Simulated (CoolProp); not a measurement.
Vapour-liquid equilibrium of propylene (1) + propane (2) at 5.07 kPa; x and y are mole fractions of (1).

Values from CoolProp's multi-fluid Helmholtz-energy mixture model, Lemmon 2013 and Lemmon 2009; pair parameters Bell 2016.

Q: Give the bubble temperature and the first vapour's composition at x = 0.5, 0.65, 0.95. Is there an azeotrope?

A: x = 0.5: 177.3 K, y = 0.579; x = 0.65: 176.8 K, y = 0.708; x = 0.95: 176.1 K, y = 0.957. No azeotrope shows between x = 0.05 and 0.95.

The pair parameters rest on a limited set of measurements; away from them the model extrapolates.
